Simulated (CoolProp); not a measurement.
A Linde-Hampson liquefier for nitrogen: isothermal reversible compression at 280 K from 1 atm to 10 MPa, throttling to 1 atm, return gas leaving the recuperator 5 K below the feed. Each further row changes one setting.

Values from CoolProp's reference Helmholtz-energy equation of state, Span 2000.

```tsv
case	liquid yield per pass	compression work (kJ/kg of gas)
as stated	(withheld)	380
high pressure 20 MPa	(withheld)	(withheld)
warm-end temperature 310 K	(withheld)	(withheld)
warm-end gap 10 K	(withheld)	380
```

Problem. Fill in the missing entries.

Solution. 
- as stated, liquid yield per pass: 0.043
- high pressure 20 MPa, liquid yield per pass: 0.080
- high pressure 20 MPa, compression work (kJ/kg of gas): 438
- warm-end temperature 310 K, liquid yield per pass: 0.029
- warm-end temperature 310 K, compression work (kJ/kg of gas): 423
- warm-end gap 10 K, liquid yield per pass: 0.030
